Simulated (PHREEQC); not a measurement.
Dissolve 0.29 mol/kgw HF, 0.00076 mol/kgw NH4HF2 and 0.0013 mol/kgw H2SiF6 at 25 °C. Closed to the air; pH follows from the charge balance.

All values are PHREEQC results (ion-association model, phreeqc.dat), not measurements.

No solid was allowed to form.

Problem. Predict the pH.

Solution. pH 1.70.

Problem. In which forms is F present?

Solution. HF 87 %, HF2- 6.9 %, F- 3.4 %, SiF6-2 2.6 % of the F.

Species that the database lacks are ignored. SiF6-2 is the database's only silicon fluoride.
